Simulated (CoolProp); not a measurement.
Aqueous ethanol as a coolant, 8 % by mass, freezing at -3.4 °C, 1 atm.

Values from CoolProp's Melinder's fits for secondary coolants.

| T (°C) | conductivity (W/(m K)) | cp (kJ/(kg K)) | Prandtl number | viscosity (mPa s) |
|---|---|---|---|---|
| -1.5 | 0.512 | 4.389 | 27.3 | 3.18 |
| 4.1 | 0.520 | 4.360 | 20.7 | 2.46 |
| 9.6 | 0.528 | 4.331 | 16.3 | 1.98 |
| 15.1 | 0.535 | 4.304 | 13.2 | 1.64 |
| 20.7 | 0.543 | 4.279 | 10.9 | 1.38 |
| 26.2 | 0.550 | 4.260 | 9.17 | 1.18 |
| 31.8 | 0.557 | 4.248 | 7.82 | 1.03 |
